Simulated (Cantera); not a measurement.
Input: 1 mol SiCl4, 1.6 mol HCl, 130 mol N2, equilibrated at 1250 °C and 75.0 Torr.

Equilibrium computed with Cantera from the NASA thermochemical tables; the gas is ideal and each condensed phase is pure. Candidate condensed phases: NH4Cl, Si, Si3N4; 28 gas species. The tables' values for SiCl3 are old estimates; treat these amounts as uncertain. The numbers say what is thermodynamically allowed, not how fast it happens.

Base state: N2 0.980, HCl 0.0121, SiCl4 0.00708, Cl 0.000518, SiCl3 0.000394, SiCl2 6.56e-5 (mole fractions); condensed: gas only.

What changes in the equilibrium state with this change: temperature from 1250 °C to 1402 °C?


```csv
species,before,after
N2,0.980,0.978
HCl,0.0121,0.0120
SiCl4,0.00708,0.00577
Cl,0.000518,0.00226
SiCl2,6.56e-5,0.000536
Cl2,5.79e-6,1.81e-5
SiCl3,0.000394,0.00122
```
